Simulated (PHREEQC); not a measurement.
Dissolve 0.056 mol/kgw LiOH at 75 °C. Closed to the air; pH follows from the charge balance.

Model: ion-association model, wateq4f.dat, run in PHREEQC.

```json
{
  "pH": "11.35",
  "ionic_strength": "0.0560 mol/kgw",
  "total_alkalinity": "56.0 meq/kg"
}
```

```json
[
 {"species": "OH-", "molality": "0.0560", "activity": "0.0440", "log γ": "-0.104"},
 {"species": "Li+", "molality": "0.0560", "activity": "0.0455", "log γ": "-0.090"}
]
```

This is a speciation only: nothing precipitates in the calculation. Complexes and solids missing from the database can't appear. Constants without temperature data keep their 25 °C values here.
